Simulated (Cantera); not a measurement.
**Thermodynamics of chemical vapour transport, feed Fe2O3 + H2O + H2**

A closed system holds: 1 mol Fe2O3, 0.058 mol H2O, a varied amount of H2, at 1102 °C and 0.133 bar.

Equilibrium computed with Cantera from the NASA thermochemical tables; the gas is ideal and each condensed phase is pure. Candidate condensed phases: Fe, FeO, Fe(OH)2, Fe(OH)3, Fe2O3, Fe3O4, H2O; 12 gas species. Mutual solubility and eutectic melting of coexisting phases are not modelled. The tables' stoichiometric FeO is somewhat more stable than real wüstite, so its field is too wide. FeO: taken at fixed stoichiometry. Rates play no part.

At 0.6 mol H2 the condensed part is FeO(s) + Fe3O4(s). From 1.3 mol H2 to 3.9 mol H2 the condensed part is FeO(s). At 4.6 mol H2 the condensed part is Fe(γ) + FeO(s). The main Fe-bearing gas is Fe(OH)2 throughout.

```json
[
 {"n(H2) (mol)": "0.6", "x H2O": "0.975", "x H2": "0.0246", "x H": "1.47e-6", "x Fe(OH)2": "4.10e-6", "x OH": "1.05e-6", "x Fe": "5.65e-10", "n FeO(s)": "0.751", "n Fe3O4(s)": "0.416", "n Fe(γ)": "0"},
 {"n(H2) (mol)": "1.3", "x H2O": "0.779", "x H2": "0.221", "x H": "4.41e-6", "x Fe(OH)2": "3.28e-6", "x OH": "2.80e-7", "x Fe": "6.35e-9", "n FeO(s)": "2.00", "n Fe3O4(s)": "0", "n Fe(γ)": "0"},
 {"n(H2) (mol)": "1.9", "x H2O": "0.540", "x H2": "0.460", "x H": "6.36e-6", "x Fe(OH)2": "2.27e-6", "x OH": "1.35e-7", "x Fe": "1.91e-8", "n FeO(s)": "2.00", "n Fe3O4(s)": "0", "n Fe(γ)": "0"},
 {"n(H2) (mol)": "2.6", "x H2O": "0.398", "x H2": "0.602", "x H": "7.28e-6", "x Fe(OH)2": "1.67e-6", "x OH": "8.66e-8", "x Fe": "3.39e-8", "n FeO(s)": "2.00", "n Fe3O4(s)": "0", "n Fe(γ)": "0"},
 {"n(H2) (mol)": "3.2", "x H2O": "0.325", "x H2": "0.675", "x H": "7.71e-6", "x Fe(OH)2": "1.37e-6", "x OH": "6.67e-8", "x Fe": "4.66e-8", "n FeO(s)": "2.00", "n Fe3O4(s)": "0", "n Fe(γ)": "0"},
 {"n(H2) (mol)": "3.9", "x H2O": "0.267", "x H2": "0.733", "x H": "8.03e-6", "x Fe(OH)2": "1.12e-6", "x OH": "5.27e-8", "x Fe": "6.14e-8", "n FeO(s)": "2.00", "n Fe3O4(s)": "0", "n Fe(γ)": "0"},
 {"n(H2) (mol)": "4.6", "x H2O": "0.267", "x H2": "0.733", "x H": "8.04e-6", "x Fe(OH)2": "1.12e-6", "x OH": "5.26e-8", "x Fe": "6.16e-8", "n FeO(s)": "1.82", "n Fe3O4(s)": "0", "n Fe(γ)": "0.184"}
]
```
x: gas mole fraction; n: condensed amount in mol.
